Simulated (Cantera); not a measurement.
# Catalytic combustion on Pt

An isothermal plug-flow reactor at 648 K and 2.37 atm (inlet), inlet velocity 0.055 m/s, active area per volume 41 1/m; feed 0.278 % H2, 1.69 % O2, 95.5 % N2, 2.54 % H2O.

Cantera simulation using Deutschmann's 1995 Pt surface mechanism with GRI-Mech 3.0 gas chemistry; the numbers are that mechanism's predictions, not measurements. Catalytic surfaces can have several steady states; this one follows from the mechanism file's or the stated starting coverage. Mass transfer to the wall is taken as infinitely fast.

| z (m) | x H2 | x O2 | x H2O | θ free Pt | θ O* | θ OH* |
|---|---|---|---|---|---|---|
| 0.00086 | 0.000404 | 0.0158 | 0.0278 | 0.0442 | 0.941 | 0.0151 |
| 0.0018 | 0.000206 | 0.0157 | 0.0280 | 0.0231 | 0.966 | 0.0111 |
| 0.004 | 9.27e-5 | 0.0156 | 0.0281 | 0.0115 | 0.981 | 0.00791 |
| 0.0086 | 3.80e-5 | 0.0156 | 0.0282 | 0.00667 | 0.987 | 0.00605 |
| 0.018 | 1.16e-5 | 0.0156 | 0.0282 | 0.00483 | 0.990 | 0.00515 |
| 0.04 | 1.25e-6 | 0.0156 | 0.0282 | 0.00424 | 0.991 | 0.00483 |
| 0.086 | 1.51e-8 | 0.0156 | 0.0282 | 0.00417 | 0.991 | 0.00479 |
x: gas mole fraction; θ: surface coverage.
